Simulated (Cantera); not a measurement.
Input: 1 mol CH3SiH3, 0.027 mol C2H4, 4.6 mol H2, 0.39 mol CH4, held at 2302 °C and 92.0 mbar.

Equilibrium computed with Cantera from the NASA thermochemical tables; the gas is ideal and each condensed phase is pure. Candidate condensed phases: C, C6H6, C7H8, C8H18, Si, SiC; 87 gas species. The feed counts by its element totals alone. Gases not in the tables: Si2H6 and higher silanes. Rates play no part.

Base state: H2 0.843, H 0.105, Si 0.0253, C2H2 (acetylene) 0.0124, SiC2 0.00808, Si2C 0.00436, SiH 0.00167, SiH2 0.000318 (mole fractions); condensed: C(graphite) + SiC(s).

Task: What changes in the equilibrium state with this change: CH3SiH3 replaced by SiHCl3?

Result: 
| species | before | after |
|---|---|---|
| H2 | 0.843 | 0.549 |
| HCl | 0 | 0.238 |
| H | 0.105 | 0.0846 |
| SiCl2 | 0 | 0.0446 |
| Cl | 0 | 0.0258 |
| C2H2 (acetylene) | 0.0124 | 0.00676 |
| Si | 0.0253 | 0.0276 |
| SiCl | 0 | 0.00924 |
| SiCl3 | 0 | 0.000212 |
| C2HCl | 0 | 3.78e-5 |
| C4H2 | 7.54e-5 | 3.45e-5 |
| C(graphite), mol | 0.430 | 0 |
| SiC(s), mol | 0.587 | 0.167 |
The tables' values for SiCl, SiCl3 are old estimates; treat these amounts as uncertain.

Task: What changes in the equilibrium state with this change: pressure from 92.0 mbar to 21.0 mbar?

Result: 
```csv
species,before,after
H2,0.843,0.699
H,0.105,0.200
Si,0.0253,0.0619
SiC2,0.00808,0.0198
C2H2 (acetylene),0.0124,0.0103
C3,1.68e-5,7.34e-5
C,4.92e-6,2.16e-5
"C(graphite), mol",0.430,0.745
"SiC(s), mol",0.587,0
```

Task: What changes in the equilibrium state with this change: temperature from 2302 °C to 1450 °C?

Result: 
| species | before | after |
|---|---|---|
| H2 | 0.843 | 0.999 |
| H | 0.105 | 0.000601 |
| CH4 | 8.71e-6 | 9.24e-5 |
| Si | 0.0253 | 1.78e-7 |
| C2H2 (acetylene) | 0.0124 | 9.04e-5 |
| SiH2 | 0.000318 | 2.83e-7 |
| SiC2 | 0.00808 | 1.62e-9 |
| Si2C | 0.00436 | 1.23e-9 |
| Si2 | 0.000214 | <1e-9 |
| C(graphite), mol | 0.430 | 0.442 |
| SiC(s), mol | 0.587 | 1.000 |
